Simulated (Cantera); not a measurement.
An adiabatic, constant-volume homogeneous reactor starts with CH₄ : H₂ : O₂ : N₂ = 1 : 1.4 : 1.47 : 5.53 (molar parts), equivalence ratio 1.8, at 1400 K and 7500 Torr.

Computed with Cantera and GRI-Mech 3.0 (53 species, 325 reactions).

Predict: time of steepest temperature rise; temperature at 0.500 s; equilibrium temperature; x(H₂) at 0.500 s; x(O₂) at 0.500 s; x(NO₂) at 0.500 s; x(CO₂) at 0.500 s; x(HCO) at 0.500 s.


| Property | Value |
|---|---|
| time of steepest temperature rise | 30.9 µs |
| temperature at 0.500 s | 2959 K |
| equilibrium temperature | 2959 K |
| x(H₂) at 0.500 s | 0.156 (gas-phase equilibrium 0.156) |
| x(O₂) at 0.500 s | 8.55e-5 (gas-phase equilibrium 8.55e-5) |
| x(NO₂) at 0.500 s | 4.38e-8 (gas-phase equilibrium 4.38e-8) |
| x(CO₂) at 0.500 s | 0.0133 (gas-phase equilibrium 0.0133) |
| x(HCO) at 0.500 s | 1.81e-6 (gas-phase equilibrium 1.81e-6) |
